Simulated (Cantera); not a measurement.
Equilibrium for fluorocarbon and chlorocarbon gases: CF4 + Si + H2

Feed: 1 mol CF4, 0.043 mol Si, 0.2 mol H2, at 100000 Pa.

These are equilibrium values from Cantera (NASA tables, ideal gas, pure condensed phases), not measurements of a reactor. Candidate condensed phases: C, C6H6, C7H8, C8H18, Si, SiC; 113 gas species. The tables' values for SiF3, SiF2, C2F4 are old estimates; treat these amounts as uncertain. Gases not in the tables: C2F6 and larger saturated fluorocarbons. The numbers say what is thermodynamically allowed, not how fast it happens.

From 2377 °C to 3177 °C nothing is condensed. The main Si-bearing gas is SiF4 throughout.

| T (°C) | log p F | log p CF4 | log p CF2 | log p HF | log p CF | log p CF3 | log p SiF4 |
|---|---|---|---|---|---|---|---|
| 2377 | -0.91 | -0.44 | -0.66 | -0.61 | -2.68 | -1.56 | -1.58 |
| 2477 | -0.67 | -0.57 | -0.61 | -0.66 | -2.49 | -1.53 | -1.63 |
| 2577 | -0.50 | -0.78 | -0.57 | -0.72 | -2.27 | -1.55 | -1.69 |
| 2677 | -0.39 | -1.09 | -0.53 | -0.79 | -2.01 | -1.64 | -1.76 |
| 2777 | -0.33 | -1.48 | -0.52 | -0.83 | -1.75 | -1.78 | -1.81 |
| 2877 | -0.30 | -1.93 | -0.53 | -0.86 | -1.51 | -1.96 | -1.84 |
| 2977 | -0.29 | -2.39 | -0.57 | -0.87 | -1.30 | -2.16 | -1.87 |
| 3077 | -0.27 | -2.85 | -0.63 | -0.89 | -1.13 | -2.39 | -1.92 |
| 3177 | -0.24 | -3.31 | -0.73 | -0.92 | -1.02 | -2.62 | -1.98 |
log p: log10 of the partial pressure in bar; nothing condenses.
